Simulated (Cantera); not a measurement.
Input: 1 mol Si₃N₄, 0.04 mol CO₂, 2.3 mol N₂, at 1450 °C and 0.00133 bar.

These are equilibrium values from Cantera (NASA tables, ideal gas, pure condensed phases), not measurements of a reactor. Candidate condensed phases: C, Si, SiC, SiO₂, Si₂N₂O, Si₃N₄; 34 gas species. Mutual solubility and eutectic melting of coexisting phases are not modelled. The tables' values for SiN are old estimates; treat these amounts as uncertain. Equilibrium is a limit: real reactors are often held back by kinetics, nucleation or transport.

Base state: N₂ 0.981, SiO 0.0172, CO 0.00108, Si 0.000738, Si₂N 2.63e-5, SiN 1.50e-5 (mole fractions); condensed: Si(l) + SiC(s).

Question: What changes in the equilibrium state with this change: CO₂ from 0.04 to 0.019 mol?

Answer: 
```csv
species,before,after
N₂,0.981,0.990
SiO,0.0172,0.00823
Si,0.000738,0.000738
CO,0.00108,0.000519
Si₂N,2.63e-5,2.64e-5
SiN,1.50e-5,1.51e-5
"Si(l), mol",2.89,2.94
"SiC(s), mol",0.0352,0.0167
```
